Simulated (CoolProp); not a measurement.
Vapour-liquid equilibrium of dimethyl ether (1) + n-butane (2) at 262.6 K; x and y are mole fractions of (1).

Model: multi-fluid Helmholtz-energy mixture model, Wu 2011 and Bücker 2006; pair parameters Bell 2016, in CoolProp.

```tsv
x	bubble pressure, mixture model (MPa)	bubble pressure, Raoult's law (MPa)	y, mixture model	y, Raoult's law
0.05	0.07943	0.07365	0.181	0.123
0.125	0.09463	0.08214	0.359	0.276
0.2	…	0.09063	…	0.400
0.275	0.1191	0.09912	0.560	0.503
0.35	0.1290	0.1076	0.625	0.589
0.425	0.1376	0.1161	0.677	0.663
0.5	0.1452	0.1246	0.723	0.727
0.575	0.1521	0.1331	0.763	0.783
0.65	0.1583	0.1416	…	0.832
0.725	0.1640	0.1501	0.838	0.875
0.8	0.1693	0.1585	0.877	0.914
0.875	0.1741	0.1670	…	0.949
0.95	0.1786	0.1755	0.965	0.981
```

Question: Fill in the missing entries.

Answer: 
- 0.2, bubble pressure, mixture model (MPa): 0.1078
- 0.2, y, mixture model: 0.476
- 0.65, y, mixture model: 0.801
- 0.875, y, mixture model: 0.918

The largest gap from Raoult's law is +20.2 % in bubble pressure, at x = 0.275. No azeotrope shows between x = 0.05 and 0.95.

The pair parameters rest on a limited set of measurements; away from them the model extrapolates.
